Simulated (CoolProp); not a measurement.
The fluid at 369.41 K and 1.41 MPa is throttled through a valve to 0.305 MPa with no heat exchange. The same conditions are run with several fluids, on thermodynamics alone (safety and materials aside).

Computed with CoolProp (reference Helmholtz-energy equation of state of each fluid (R152A: Outcalt 1996; R407C: Lemmon 2003; hydrogen chloride: Thol 2018; CF4 (R14): Platzer 1990; carbonyl sulfide: Lemmon 2006)). The equations of Platzer and Polt are older, rougher fits. Blends and air are pseudo-pure fits.

```csv
fluid,temperature change (K),final density (kg/m³)
R152A,-16.9,7.13
R407C,-12.0,…
hydrogen chloride,…,…
CF4 (R14),…,8.87
carbonyl sulfide,…,…
```

Question: What belongs in the gaps?

Answer: 
- R407C, final density (kg/m³): 9.07
- hydrogen chloride, temperature change (K): -11.0
- hydrogen chloride, final density (kg/m³): 3.77
- CF4 (R14), temperature change (K): -3.7
- carbonyl sulfide, temperature change (K): -14.3
- carbonyl sulfide, final density (kg/m³): 6.33
